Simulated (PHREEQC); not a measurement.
Consider water at 25 °C with 89 mmol/kgw Pb(NO3)2, 8.5 mmol/kgw NaF and 0.04 mmol/kgw NaCl. Closed to the air; pH follows from the charge balance.

The numbers come from PHREEQC with the ion-association model, wateq4f.dat.

This is a speciation only: nothing precipitates in the calculation.

### Question
Order these Pb species by the share of Pb that they hold, largest first: PbNO3+, Pb+2, Pb2OH+3, PbF+, PbF2.

### Answer
Pb+2 (60 %), PbNO3+ (37 %), PbF+ (2.0 %), Pb2OH+3 (0.23 %), PbF2 (0.13 %)

### Question
Order these F species by the share of F that they hold, largest first: F-, PbF+, PbF2, PbF3-, HF.

### Answer
F- (75 %), PbF+ (21 %), PbF2 (2.7 %), HF (1.2 %), PbF3- (0.19 %)

The pH is 4.78 and the ionic strength 0.205 mol/kgw. Examples of supersaturated solids here: PbF2, Matlockite. Others may be too. Species that the database lacks are ignored.
